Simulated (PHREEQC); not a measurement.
## Metal-bearing waste water

Dissolve 0.0073 mol MnSO4, 0.18 mol HCl, 0.023 mol NaHCO3 and 0.00023 mol NaCl per kg of water at 20 °C. Closed to the air; pH follows from the charge balance.

Equilibrium calculation in PHREEQC: ion-association model, phreeqc.dat.

This is a speciation only: nothing precipitates in the calculation.

**Question.** What pH, density, activity of water does the model give?

**Answer.** pH 0.92; density 1.003 g/cm³; activity of water 0.993.

**Question.** In which forms is Mn present?

**Answer.** Mn+2 79 %, MnCl+ 19 %, MnSO4 1.7 %, MnCl2 0.7 % of the Mn.
